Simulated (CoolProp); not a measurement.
Vapour-liquid equilibrium of CHF3 (R23) (1) + R152A (2) at -91.15 °C; x and y are mole fractions of (1).

Values from CoolProp's multi-fluid Helmholtz-energy mixture model, Penoncello 2003 and Outcalt 1996; pair parameters Bell 2016.

```tsv
x	bubble pressure, mixture model (MPa)	bubble pressure, Raoult's law (MPa)	y, mixture model	y, Raoult's law
0.05	0.003665	0.004204	0.642	0.689
0.2	0.01115	0.01269	0.901	0.913
0.35	0.01941	0.02118	0.954	0.958
0.5	0.02816	0.02966	0.976	0.977
0.65	0.03715	0.03815	0.987	0.987
0.8	0.04615	0.04663	0.994	0.994
0.95	0.05502	0.05512	0.999	0.999
```

The largest gap from Raoult's law is -12.8 % in bubble pressure, at x = 0.05. No azeotrope shows between x = 0.05 and 0.95.

Pair parameters are fitted to limited data, so mixtures are less certain than the pure fluids.
